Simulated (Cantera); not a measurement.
**Stirred combustor or abatement burner**

A perfectly stirred reactor is fed with CH4 : CO : O2 : N2 : H2O = 1 : 0.1 : 1.58 : 11.8 : 0.15 (molar parts), at 1000000 Pa; it is adiabatic with a 798 K inlet, and is followed from long to short residence time, starting on the burning branch (τ in s: 0.4, 0.2, 0.096, 0.047, 0.023, 0.011, 0.0056, 0.0027, 0.0013, 0.00066, 0.00032, 0.00016, 7.8e-05).

Computed with Cantera and GRI-Mech 3.0 (53 species, 325 reactions).

```csv
τ (s),T (K),x CH4,x CO,x O2,x CH3,x C2H,x CH2O
0.40,1863,0.000628,0.0341,5.77e-5,1.67e-5,1.63e-9,1.07e-6
0.20,1865,0.000961,0.0333,0.000111,2.74e-5,3.73e-9,1.86e-6
0.096,1866,0.00140,0.0321,0.000218,4.36e-5,7.63e-9,3.25e-6
0.047,1867,0.00187,0.0310,0.000410,6.55e-5,1.33e-8,5.49e-6
0.023,1866,0.00236,0.0300,0.000751,9.45e-5,2.06e-8,9.10e-6
0.011,1861,0.00284,0.0294,0.00135,0.000133,2.93e-8,1.50e-5
0.0056,1851,0.00328,0.0296,0.00226,0.000176,3.75e-8,2.34e-5
0.0027,1833,0.00379,0.0306,0.00386,0.000232,4.47e-8,3.79e-5
0.0013,1797,0.00458,0.0328,0.00679,0.000296,4.55e-8,6.53e-5
0.00066,1709,0.00688,0.0367,0.0143,0.000343,2.54e-8,0.000148
0.00032,798,0.0684,0.00684,0.108,2.49e-11,<1e-12,<1e-12
0.00016,798,0.0684,0.00684,0.108,1.24e-11,<1e-12,<1e-12
7.8e-5,798,0.0684,0.00684,0.108,5.99e-12,<1e-12,<1e-12
```
x: mole fraction; the columns are a selection and need not sum to one.
